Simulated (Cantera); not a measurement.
## Premixed flame

A freely propagating, adiabatic, planar premixed flame of CO : H2 : CH4 : O2 : N2 = 1 : 0.058 : 0.91 : 2.14 : 5.77 (molar parts), equivalence ratio 1.1, unburnt at 625 K and 1.00 bar; mixture-averaged transport, grid criteria slope 0.08 and curve 0.16, no radiation.

Model: GRI-Mech 3.0 (53 species, 325 reactions), integrated in Cantera. Burning velocities carry a grid error of a few per cent, more on coarse grids.

```
z (mm)   T (K)  u (m/s)    x CO     x H2    x CH4    x HCN       x H   x H2O2
-------  -----  -------  ------  -------  -------  -------  --------  -------
-0.687     625     2.56   0.101  0.00622   0.0921    <1e-8     <1e-8    <1e-8
-0.458     625     2.56   0.101  0.00727   0.0920    <1e-8     <1e-8  5.23e-8
-0.344     627     2.57   0.101  0.00896   0.0917    <1e-8   9.65e-8  3.79e-7
-0.229     650     2.68   0.101   0.0132   0.0901    <1e-8   8.02e-6  3.43e-6
-0.115     951     3.97   0.105   0.0232   0.0730  2.29e-7  0.000478  1.12e-5
-0.0573   1382     5.85   0.117   0.0293   0.0441  9.35e-7   0.00219  8.00e-6
0         1827     7.81   0.132   0.0307   0.0126  2.50e-6   0.00688  1.71e-6
0.0573    2036     8.71   0.129   0.0254  0.00136  2.69e-6    0.0127  5.23e-7
0.115     2096     8.92   0.115   0.0216  7.56e-5  1.27e-6    0.0164  3.07e-7
0.229     2151     9.07  0.0962   0.0211  2.09e-7  1.64e-7    0.0185  2.59e-7
0.458     2219     9.29  0.0856   0.0214    <1e-8    <1e-8    0.0174  2.16e-7
0.916     2308     9.60  0.0815   0.0201    <1e-8    <1e-8    0.0138  1.78e-7
1.83      2413     9.96  0.0774   0.0179    <1e-8    <1e-8   0.00988  1.55e-7
```
x: mole fraction of selected species; z is measured from the peak of heat release.

The laminar burning velocity comes out as 255 cm/s, the thermal thickness is 0.229 mm and the peak x(HCN) comes out as 2.98e-6. The peak x(H) is 0.0186, the peak x(H2O2) comes out as 1.13e-5 and the grid points is 160.
